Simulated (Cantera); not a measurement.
A closed system holds: 1 mol Si, 0.7 mol NF3, held at 34.0 Pa.

Equilibrium computed with Cantera from the NASA thermochemical tables; the gas is ideal and each condensed phase is pure. Candidate condensed phases: Si, Si3N4; 16 gas species. Equilibrium is a limit: real reactors are often held back by kinetics, nucleation or transport. All values below are at 550 K.

Base state: SiF4 0.940, N2 0.0597 (mole fractions); condensed: Si3N4(s).

Q: What changes in the equilibrium state with this change: NF3 from 0.7 to 3 mol?

A: 
| species | before | after |
|---|---|---|
| NF3 | <1e-9 | 0.433 |
| SiF4 | 0.940 | 0.287 |
| N2 | 0.0597 | 0.213 |
| F2 | <1e-9 | 0.0663 |
| F | <1e-9 | 0.000449 |
| Si3N4(s), mol | 0.158 | 0 |
